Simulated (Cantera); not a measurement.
Charge: 1 mol FeS, 3 mol H2, 0.062 mol H2O, held at 57.0 Pa.

Method: chemical equilibrium by Gibbs-energy minimisation in Cantera with the NASA 1993 tables (ideal gas, pure condensed phases). Candidate condensed phases: Fe, FeO, Fe(OH)2, Fe(OH)3, FeS, FeSO4, FeS2, Fe2O3, Fe2(SO4)3, Fe3O4, H2O, H2SO4, S; 22 gas species. Metal and sulfide melt together well below either melting point, which pure phases cannot show. Mutual solubility and eutectic melting of coexisting phases are not modelled. FeS: taken at fixed stoichiometry. Gases not in the tables: S3 to S7. Rates play no part.

Problem. What share of the Fe ends up in condensed phases as a function of T (K), at 600, 800, 1000, 1200, 1400, 1600, 1800, 2000, 2200?

Solution. 
| T (K) | Fe condensed (%) | as |
|---|---|---|
| 600 | 100.0 | FeS(s) |
| 800 | 100.0 | Fe(α) + FeS(s) |
| 1000 | 100.0 | Fe(α) + FeS(s) |
| 1200 | 100.0 | Fe(γ) + FeS(s) |
| 1400 | 100.0 | Fe(γ) + FeS(s) |
| 1600 | 99.3 | Fe(γ) + FeS(l) |
| 1800 | 80.4 | Fe(δ) |
| 2000 | 0.0 | - |
| 2200 | 0.0 | - |
